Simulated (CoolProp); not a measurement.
Vapour-liquid equilibrium of ethane (1) + hydrogen sulfide (2) at 239.8 K; x and y are mole fractions of (1).

Values from CoolProp's multi-fluid Helmholtz-energy mixture model, Bücker 2006 and Lemmon 2006; pair parameters Kunz 2012.

```json
[
 {"x": "0.05", "bubble pressure, mixture model (MPa)": "0.4968", "bubble pressure, Raoult's law (MPa)": "0.3664", "y, mixture model": "0.339", "y, Raoult's law": "0.131"},
 {"x": "0.125", "bubble pressure, mixture model (MPa)": "0.6548", "bubble pressure, Raoult's law (MPa)": "0.4133", "y, mixture model": "0.516", "y, Raoult's law": "0.291"},
 {"x": "0.2", "bubble pressure, mixture model (MPa)": "0.7487", "bubble pressure, Raoult's law (MPa)": "0.4602", "y, mixture model": "0.590", "y, Raoult's law": "0.418"},
 {"x": "0.275", "bubble pressure, mixture model (MPa)": "0.8064", "bubble pressure, Raoult's law (MPa)": "0.5071", "y, mixture model": "0.632", "y, Raoult's law": "0.521"},
 {"x": "0.35", "bubble pressure, mixture model (MPa)": "0.8447", "bubble pressure, Raoult's law (MPa)": "0.5541", "y, mixture model": "0.659", "y, Raoult's law": "0.607"},
 {"x": "0.425", "bubble pressure, mixture model (MPa)": "0.8731", "bubble pressure, Raoult's law (MPa)": "0.6010", "y, mixture model": "0.682", "y, Raoult's law": "0.679"},
 {"x": "0.5", "bubble pressure, mixture model (MPa)": "0.8968", "bubble pressure, Raoult's law (MPa)": "0.6479", "y, mixture model": "0.703", "y, Raoult's law": "0.741"},
 {"x": "0.575", "bubble pressure, mixture model (MPa)": "0.9179", "bubble pressure, Raoult's law (MPa)": "0.6949", "y, mixture model": "0.726", "y, Raoult's law": "0.795"},
 {"x": "0.65", "bubble pressure, mixture model (MPa)": "0.9372", "bubble pressure, Raoult's law (MPa)": "0.7418", "y, mixture model": "0.753", "y, Raoult's law": "0.842"},
 {"x": "0.725", "bubble pressure, mixture model (MPa)": "0.9539", "bubble pressure, Raoult's law (MPa)": "0.7887", "y, mixture model": "0.786", "y, Raoult's law": "0.883"},
 {"x": "0.8", "bubble pressure, mixture model (MPa)": "0.9665", "bubble pressure, Raoult's law (MPa)": "0.8357", "y, mixture model": "0.827", "y, Raoult's law": "0.920"},
 {"x": "0.875", "bubble pressure, mixture model (MPa)": "0.9729", "bubble pressure, Raoult's law (MPa)": "0.8826", "y, mixture model": "0.878", "y, Raoult's law": "0.953"},
 {"x": "0.95", "bubble pressure, mixture model (MPa)": "0.9698", "bubble pressure, Raoult's law (MPa)": "0.9295", "y, mixture model": "0.945", "y, Raoult's law": "0.982"}
]
```

The largest gap from Raoult's law is +62.7 % in bubble pressure, at x = 0.2. y crosses x between x = 0.875 and 0.95: the model has an azeotrope there.

The pair parameters rest on a limited set of measurements; away from them the model extrapolates. With so large a gap from Raoult's law the liquid may split in two, which this calculation doesn't test in full.
